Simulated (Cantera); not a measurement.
**Moist CO burnout**

A perfectly stirred reactor is fed with CO : O₂ : H₂O : N₂ = 0.003 : 0.0028 : 0.078 : 1 (molar parts), equivalence ratio 0.54, at 7.30 bar; it is held at 1375 K, and followed from long to short residence time.

Computed with Cantera and GRI-Mech 3.0 (53 species, 325 reactions).

```json
[
 {"τ (s)": "0.71", "x CO": "1.65e-5", "x O₂": "0.00121", "x H₂O": "0.0721", "x CO₂": "0.00276", "x OH": "1.16e-5"},
 {"τ (s)": "0.31", "x CO": "3.09e-5", "x O₂": "0.00122", "x H₂O": "0.0720", "x CO₂": "0.00274", "x OH": "1.41e-5"},
 {"τ (s)": "0.13", "x CO": "5.93e-5", "x O₂": "0.00124", "x H₂O": "0.0720", "x CO₂": "0.00271", "x OH": "1.73e-5"},
 {"τ (s)": "0.058", "x CO": "0.000108", "x O₂": "0.00127", "x H₂O": "0.0720", "x CO₂": "0.00266", "x OH": "2.08e-5"},
 {"τ (s)": "0.025", "x CO": "0.000197", "x O₂": "0.00133", "x H₂O": "0.0720", "x CO₂": "0.00257", "x OH": "2.54e-5"},
 {"τ (s)": "0.011", "x CO": "0.000343", "x O₂": "0.00142", "x H₂O": "0.0719", "x CO₂": "0.00243", "x OH": "3.11e-5"},
 {"τ (s)": "0.0047", "x CO": "0.000585", "x O₂": "0.00157", "x H₂O": "0.0718", "x CO₂": "0.00219", "x OH": "3.81e-5"},
 {"τ (s)": "0.0020", "x CO": "0.000953", "x O₂": "0.00178", "x H₂O": "0.0718", "x CO₂": "0.00182", "x OH": "4.54e-5"}
]
```
x: mole fraction; the columns are a selection and need not sum to one.
